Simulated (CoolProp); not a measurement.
Vapour-liquid equilibrium of propane (1) + toluene (2) at 52.15 °C; x and y are mole fractions of (1).

The numbers come from the multi-fluid Helmholtz-energy mixture model, Lemmon 2009 and Lemmon 2006; pair parameters Bell 2016 in CoolProp.

| x | bubble pressure, mixture model (kPa) | bubble pressure, Raoult's law (kPa) | y, mixture model | y, Raoult's law |
|---|---|---|---|---|
| 0.05 | 147.3 | 102.5 | 0.908 | 0.875 |
| 0.2 | (withheld) | 369.7 | 0.974 | 0.971 |
| 0.35 | 811.6 | 636.9 | 0.984 | 0.986 |
| 0.5 | (withheld) | 904.1 | 0.988 | 0.993 |
| 0.65 | (withheld) | 1171 | 0.991 | 0.996 |
| 0.8 | (withheld) | 1439 | 0.993 | 0.998 |
| 0.95 | 1679 | 1706 | 0.998 | 1.000 |

### Question
Some entries are withheld; supply them.

### Answer

- 0.2, bubble pressure, mixture model (kPa): 513.7
- 0.5, bubble pressure, mixture model (kPa): 1044
- 0.65, bubble pressure, mixture model (kPa): 1236
- 0.8, bubble pressure, mixture model (kPa): 1428

The largest gap from Raoult's law is +43.7 % in bubble pressure, at x = 0.05. No azeotrope shows between x = 0.05 and 0.95.

Pair parameters are fitted to limited data, so mixtures are less certain than the pure fluids. The gap from Raoult's law changes sign with composition, which may be real or a fault of the pair parameters; it wasn't checked against measurements.
